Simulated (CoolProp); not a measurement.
Values from CoolProp's reference Helmholtz-energy equation of state, Gao 2016.

Q: For sulfur dioxide, give the phase and the isothermal compressibility (1/MPa), expansivity (1/kK) at 135.45 °C and 234 bar; 174.05 °C and 234 bar; 177.95 °C and 234 bar.

A: 
- 135.45 °C and 234 bar: liquid; isothermal compressibility 0.00481, expansivity 3.07
- 174.05 °C and 234 bar: supercritical; isothermal compressibility 0.00993, expansivity 4.32
- 177.95 °C and 234 bar: supercritical; isothermal compressibility 0.0108, expansivity 4.49
